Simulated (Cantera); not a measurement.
Cantera run:

```python
import numpy as np
import cantera as ct

gas_names = """
    H HNO HNO2 HNO3 HO2 H2 H2O H2O2 N NH NH2 NH3 NH2OH NO NO2 NO3 N2 N2H2 N2H4 N2O Nb NbO NbO2 O OH O2
    O3
""".split()
cond_names = """
    H2O(s) H2O(L) Nb(cr) Nb(L) NbO(s) NbO(L) NbO2(I) NbO2(II) NbO2(III) NbO2(L) Nb2O5(s) Nb2O5(L)
""".split()


def load(file, names, dense=False):
    # The tables refer to 1 bar. Condensed volumes are neglected.
    table = {s.name: s for s in ct.Species.list_from_file(file)}
    out = []
    for n in names:
        d = dict(table[n].input_data)
        d["thermo"] = dict(d["thermo"], **{"reference-pressure": 1e5})
        if dense:
            d["equation-of-state"] = {"model": "constant-volume", "density": "1e6 g/cm^3"}
        out.append(ct.Species.from_dict(d))
    return out


gas = ct.Solution(thermo="ideal-gas", species=load("nasa_gas.yaml", gas_names))
cond = {s.name: ct.Solution(thermo="fixed-stoichiometry", species=[s], name=s.name)
        for s in load("nasa_condensed.yaml", cond_names, dense=True)}
atoms = {
    'Nb': {'Nb': 1},
    'O2': {'O': 2},
    'N2': {'N': 2},
    'H2O': {'H': 2, 'O': 1},
}
top_T = {}  # K; cautious upper limits of use, not melting points


def equilibrate(T, P, feed):
    n = {}
    for name, mol in feed.items():
        for a, k in atoms[name].items():
            n[a] = n.get(a, 0.0) + k * mol
    gas.TPX = T, P, n
    mass = sum(n.values()) * gas.mean_molecular_weight
    gas.equilibrate("TP")
    valid = [c for c in cond.values() if c.min_temp <= T <= top_T.get(c.name, c.max_temp)]
    mix = ct.Mixture([(gas, mass / gas.mean_molecular_weight)] + [(c, 0.0) for c in valid])
    mix.T, mix.P = T, P
    mix.equilibrate("TP", solver="vcs", rtol=1e-11, max_steps=5000)
    return mix


results = []
feed = {'Nb': 1, 'O2': 9.8, 'N2': 4, 'H2O': 16}  # mol
P = 19  # Pa
for T in [1700, 1750, 1800, 1850, 1900, 1950, 2000, 2050, 2100, 2150, 2200]:
    mix = equilibrate(T, P, feed)
    results.append((T, P, feed, dict(zip(mix.species_names, mix.species_moles))))

top = {s: max(r[3][s] / sum(r[3][g] for g in gas_names) for r in results) for s in gas_names}
cols = sorted((s for s in top if top[s] > 1e-06), key=lambda s: -top[s])[:9]
seen = [c for c in cond_names if any(r[3].get(c, 0) > 1e-12 for r in results)]
print("log10 of partial pressures in bar; condensed amounts in mol")
print(f"{'T/K':>10s}" + "".join(f"{s[:9]:>10s}" for s in cols + seen))
for T, P, feed, n in results:
    ng = sum(n[g] for g in gas_names)
    print(f"{T:10.4g}" + "".join(f"{np.log10(max(n[s] / ng * P / 1e5, 1e-99)):10.3f}" for s in cols)
          + "".join(f"{n.get(c, 0):10.4g}" for c in seen))
```

It prints:

```
log10 of partial pressures in bar; condensed amounts in mol
       T/K       H2O        O2        N2         H         O        OH        H2      NbO2        NO  Nb2O5(s)  Nb2O5(L)
      1700    -3.979    -4.251    -4.579    -7.107    -6.475    -5.822    -6.551    -9.569    -6.562       0.5         0
      1750    -3.982    -4.253    -4.580    -6.800    -6.253    -5.681    -6.332    -8.938    -6.483    0.4999         0
      1800    -3.986    -4.256    -4.582    -6.510    -6.043    -5.549    -6.127    -8.356    -6.410         0    0.4997
      1850    -3.993    -4.260    -4.585    -6.236    -5.845    -5.426    -5.935    -7.835    -6.341         0    0.4989
      1900    -4.002    -4.266    -4.589    -5.978    -5.658    -5.311    -5.755    -7.344    -6.278         0    0.4965
      1950    -4.016    -4.273    -4.594    -5.734    -5.482    -5.204    -5.587    -6.879    -6.220         0    0.4898
      2000    -4.035    -4.282    -4.602    -5.506    -5.316    -5.107    -5.434    -6.439    -6.167         0    0.4713
      2050    -4.063    -4.295    -4.613    -5.292    -5.159    -5.021    -5.295    -6.021    -6.121         0     0.423
      2100    -4.103    -4.312    -4.631    -5.094    -5.013    -4.947    -5.174    -5.623    -6.083         0       0.3
      2150    -4.164    -4.336    -4.659    -4.914    -4.877    -4.889    -5.077    -5.252    -6.056         0         0
      2200    -4.230    -4.362    -4.681    -4.745    -4.749    -4.839    -4.992    -5.273    -6.029         0         0
```

These are equilibrium values from Cantera (NASA tables, ideal gas, pure condensed phases), not measurements of a reactor. Condensed phases not in the tables: the oxides between NbO2 and Nb2O5.
